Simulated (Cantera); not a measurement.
# SiH₂Cl₂ + HCl + H₂ (silicon epitaxy and polysilicon growth)

A closed system holds: 1 mol SiH₂Cl₂, 0.021 mol HCl, a varied amount of H₂, equilibrated at 1673 K and 130000 Pa.

Method: chemical equilibrium by Gibbs-energy minimisation in Cantera with the NASA 1993 tables (ideal gas, pure condensed phases). Candidate condensed phases: Si; 19 gas species. The tables' values for SiCl₃ are old estimates; treat these amounts as uncertain. Gases not in the tables: Si₂H₆ and higher silanes. Kinetics and transport are ignored.

From 25 mol H₂ to 910 mol H₂ the condensed part is Si(s). The main Si-bearing gas is SiCl₂ throughout. The share of Si in condensed phases is highest at 910 mol H₂ (97.1 %) and lowest at 25 mol H₂ (69.7 %).

```
n(H₂) (mol)  log p H₂  log p HCl  log p SiCl₂  log p SiCl₃  log p SiHCl₃  log p SiH₂Cl₂  log p H  n Si(s)
-----------  --------  ---------  -----------  -----------  ------------  -------------  -------  -------
25               0.09      -1.17        -1.88        -3.13         -3.55          -3.80    -3.90    0.697
38               0.09      -1.30        -2.14        -3.53         -3.94          -4.06    -3.90    0.762
56               0.10      -1.43        -2.41        -3.93         -4.34          -4.32    -3.89    0.815
84               0.10      -1.58        -2.71        -4.37         -4.78          -4.61    -3.89    0.862
120              0.11      -1.71        -2.98        -4.78         -5.19          -4.88    -3.89    0.895
190              0.11      -1.90        -3.34        -5.33         -5.73          -5.24    -3.89    0.928
280              0.11      -2.05        -3.66        -5.80         -6.21          -5.56    -3.89    0.947
410              0.11      -2.21        -3.98        -6.28         -6.68          -5.87    -3.89    0.959
610              0.11      -2.38        -4.31        -6.78         -7.19          -6.21    -3.89    0.967
910              0.11      -2.55        -4.65        -7.29         -7.70          -6.55    -3.89    0.971
```
log p: log10 of the partial pressure in bar; n: condensed amount in mol.
